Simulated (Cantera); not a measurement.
An isothermal, constant-pressure homogeneous reactor starts with 3.94 % H2, 96.1 % O2, equivalence ratio 0.021, at 1148 K and 10.00 Torr.

Detailed kinetics in Cantera: GRI-Mech 3.0 (53 species, 325 reactions). Radical loss at walls, strong at low pressure, is not modelled. The temperature is held fixed by assumption; the heat of reaction is taken as removed at once.

x: mole fraction; the columns are a selection and need not sum to one.

| t (s) | x H2 | x O2 | x H2O | x H | x H2O2 |
|---|---|---|---|---|---|
| 0.000100 | 0.0394 | 0.961 | 2.48e-10 | 7.79e-10 | <1e-12 |
| 0.000427 | 0.0394 | 0.961 | 1.20e-8 | 5.48e-9 | 2.25e-12 |
| 0.00182 | 0.0394 | 0.961 | (withheld) | (withheld) | 6.77e-11 |
| 0.00777 | 0.000564 | 0.932 | 0.0352 | 0.00524 | 7.28e-8 |
| 0.0331 | 0.000302 | 0.945 | 0.0376 | 0.00209 | 7.31e-8 |
| 0.141 | 5.91e-5 | 0.957 | 0.0396 | 0.000174 | 6.25e-8 |
| 0.603 | 4.73e-6 | 0.960 | 0.0401 | 4.04e-6 | 2.79e-8 |
| 2.57 | 3.93e-7 | 0.960 | 0.0401 | 9.99e-8 | 7.00e-9 |
| 11.0 | 4.85e-8 | 0.960 | 0.0402 | 4.43e-9 | 1.46e-9 |
| 46.9 | 8.27e-9 | 0.960 | 0.0402 | 3.17e-10 | 3.15e-10 |
| 200 | (withheld) | 0.960 | 0.0402 | 3.99e-11 | 9.01e-11 |

Question: Some entries are withheld; supply them.

Answer: 
- 0.00182, x H2O: 1.71e-5
- 0.00182, x H: 4.94e-6
- 200, x H2: 2.07e-9
